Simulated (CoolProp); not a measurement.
Vapour-liquid equilibrium of isohexane (1) + n-hexane (2) at 443.8 K; x and y are mole fractions of (1).

Values from CoolProp's multi-fluid Helmholtz-energy mixture model, Lemmon 2006 and Thol 2019; pair parameters Bell 2016.

```json
[
 {"x": "0.05", "bubble pressure (kPa)": "1117", "y at the bubble point": "0.056", "dew pressure at overall composition x (kPa)": "1116", "liquid density (mol/L)": "5.680"},
 {"x": "0.125", "bubble pressure (kPa)": "1133", "y at the bubble point": "0.139", "dew pressure at overall composition x (kPa)": "1130", "liquid density (mol/L)": "5.668"},
 {"x": "0.2", "bubble pressure (kPa)": "1149", "y at the bubble point": "0.220", "dew pressure at overall composition x (kPa)": "1145", "liquid density (mol/L)": "5.656"},
 {"x": "0.275", "bubble pressure (kPa)": "1165", "y at the bubble point": "0.300", "dew pressure at overall composition x (kPa)": "1160", "liquid density (mol/L)": "5.644"},
 {"x": "0.35", "bubble pressure (kPa)": "1181", "y at the bubble point": "0.378", "dew pressure at overall composition x (kPa)": "1176", "liquid density (mol/L)": "5.633"},
 {"x": "0.425", "bubble pressure (kPa)": "1197", "y at the bubble point": "0.454", "dew pressure at overall composition x (kPa)": "1191", "liquid density (mol/L)": "5.621"},
 {"x": "0.5", "bubble pressure (kPa)": "1213", "y at the bubble point": "0.528", "dew pressure at overall composition x (kPa)": "1207", "liquid density (mol/L)": "5.609"},
 {"x": "0.575", "bubble pressure (kPa)": "1228", "y at the bubble point": "0.602", "dew pressure at overall composition x (kPa)": "1222", "liquid density (mol/L)": "5.598"},
 {"x": "0.65", "bubble pressure (kPa)": "1243", "y at the bubble point": "0.674", "dew pressure at overall composition x (kPa)": "1238", "liquid density (mol/L)": "5.586"},
 {"x": "0.725", "bubble pressure (kPa)": "1258", "y at the bubble point": "0.745", "dew pressure at overall composition x (kPa)": "1253", "liquid density (mol/L)": "5.575"},
 {"x": "0.8", "bubble pressure (kPa)": "1272", "y at the bubble point": "0.816", "dew pressure at overall composition x (kPa)": "1269", "liquid density (mol/L)": "5.564"},
 {"x": "0.875", "bubble pressure (kPa)": "1286", "y at the bubble point": "0.885", "dew pressure at overall composition x (kPa)": "1284", "liquid density (mol/L)": "5.554"},
 {"x": "0.95", "bubble pressure (kPa)": "1300", "y at the bubble point": "0.954", "dew pressure at overall composition x (kPa)": "1299", "liquid density (mol/L)": "5.544"}
]
```

No azeotrope shows between x = 0.05 and 0.95.

The pair parameters rest on a limited set of measurements; away from them the model extrapolates.
